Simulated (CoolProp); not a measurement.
Vapour-liquid equilibrium of carbon dioxide (1) + R152A (2) at 0.612 MPa; x and y are mole fractions of (1).

Model: multi-fluid Helmholtz-energy mixture model, Span 1996 and Outcalt 1996; pair parameters Bell 2016, in CoolProp.

| x | bubble temperature (K) | y at the bubble point | dew temperature at overall composition x (K) | liquid density (mol/L) |
|---|---|---|---|---|
| 0.05 | 287.3 | 0.308 | 297.3 | 14.27 |
| 0.15 | 268.9 | 0.655 | 293.6 | 15.51 |
| 0.25 | 256.2 | ? | 289.7 | ? |
| 0.35 | 247.2 | 0.884 | 285.4 | 17.73 |
| 0.45 | ? | 0.926 | 280.7 | 18.83 |
| 0.55 | 235.4 | 0.951 | 275.4 | 19.98 |
| 0.65 | 231.1 | 0.968 | ? | 21.20 |
| 0.75 | 227.6 | 0.981 | 261.6 | 22.52 |
| 0.85 | 224.5 | 0.990 | 251.6 | 23.97 |
| 0.95 | 221.8 | 0.997 | 235.7 | 25.58 |

### Question
Some entries are withheld; supply them.

### Answer

- 0.25, y at the bubble point: 0.808
- 0.25, liquid density (mol/L): 16.64
- 0.45, bubble temperature (K): 240.5
- 0.65, dew temperature at overall composition x (K): 269.2

No azeotrope shows between x = 0.05 and 0.95.

Pair parameters are fitted to limited data, so mixtures are less certain than the pure fluids.
